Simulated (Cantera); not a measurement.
A perfectly stirred reactor is fed with 36.1 % H₂, 12.9 % O₂, 48.4 % N₂, 2.60 % H₂O, at 9.87 atm; it is adiabatic with a 450 K inlet, and is followed from long to short residence time, starting on the burning branch (τ in s: 0.38, 0.16, 0.071, 0.03, 0.013, 0.0057, 0.0024, 0.001, 0.00045, 0.00019, 8.4e-05, 3.6e-05).

Model: the H2/O2 subset of GRI-Mech 3.0, which has no nitrogen chemistry, integrated in Cantera. The hydrogen kinetics of GRI-Mech 3.0 are dated; newer H2 mechanisms differ, most at raised pressure.

Q: Predict: blow-out, bracketed by the residence times tried; x(H₂) at τ = 0.380 s; x(O₂) at τ = 0.380 s; x(H₂O) at τ = 0.380 s; x(HO₂) at τ = 0.380 s; x(H₂O₂) at τ = 0.380 s; x(H₂) at τ = 2.40 ms; x(O₂) at τ = 2.40 ms; x(H₂O) at τ = 2.40 ms; x(HO₂) at τ = 2.40 ms; x(H₂O₂) at τ = 2.40 ms.

A: 
| Property | Value |
|---|---|
| blow-out, bracketed by the residence times tried | burning at 36.0 µs, the shortest tried |
| x(H₂) at τ = 0.380 s | 0.118 |
| x(O₂) at τ = 0.380 s | 7.69e-6 |
| x(H₂O) at τ = 0.380 s | 0.325 |
| x(HO₂) at τ = 0.380 s | 1.36e-8 |
| x(H₂O₂) at τ = 0.380 s | 1.36e-8 |
| x(H₂) at τ = 2.40 ms | 0.118 |
| x(O₂) at τ = 2.40 ms | 0.000133 |
| x(H₂O) at τ = 2.40 ms | 0.324 |
| x(HO₂) at τ = 2.40 ms | 1.53e-7 |
| x(H₂O₂) at τ = 2.40 ms | 6.06e-8 |
